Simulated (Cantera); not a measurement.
Ignition delay

Mixture: 16.2 % CH4, 0.518 % C2H6, 16.4 % O2, 61.2 % N2, 5.67 % H2O, at 1.01 bar, adiabatic and at constant volume. Ignition delay is the time to a rise of 400 K.

Cantera simulation using GRI-Mech 3.0 (53 species, 325 reactions); the numbers are that mechanism's predictions, not measurements.

```csv
T0 (K),delay (ms)
1150,53.9
1200,28.8
1250,15.4
1300,8.27
1350,4.46
1400,2.44
```

| Quantity | Result |
|---|---|
| apparent activation energy between 1300 and 1400 K | 180 kJ/mol |
